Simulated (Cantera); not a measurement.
# Diamond growth

A diamond (100) surface in a fixed gas of H2 with x(CH4) = 0.018, x(H) = 0.00093, x(CH3) = 0.00016, 54.8 Torr; coverages are run to steady state.

Model: the Harris–Goodwin 1993 mechanism for the reconstructed diamond (100) surface, integrated in Cantera.

```csv
T (K),growth (µm/h),θ c6HH,θ c6H*,θ c6*H,θ c6**,θ c6HM
900,3.02,0.590,0.00887,0.248,0.00347,0.120
950,3.97,0.566,0.0123,0.292,0.00535,0.0950
1000,4.70,0.543,0.0164,0.335,0.00781,0.0711
1050,4.66,0.523,0.0211,0.378,0.0109,0.0462
1100,3.63,0.505,0.0264,0.418,0.0144,0.0237
1150,2.36,0.484,0.0317,0.449,0.0181,0.00974
1200,1.57,0.463,0.0369,0.472,0.0216,0.00356
1250,1.24,0.443,0.0417,0.486,0.0247,0.00126
1300,1.12,0.429,0.0464,0.495,0.0274,0.000453
1350,0.996,0.418,0.0507,0.500,0.0296,0.000164
1400,0.733,0.412,0.0547,0.501,0.0312,6.06e-5
```
θ: site fractions in the mechanism's names (c6HH fully hydrogenated, c6H* and c6*H radical sites, c6** diradical, c6HM methylated).
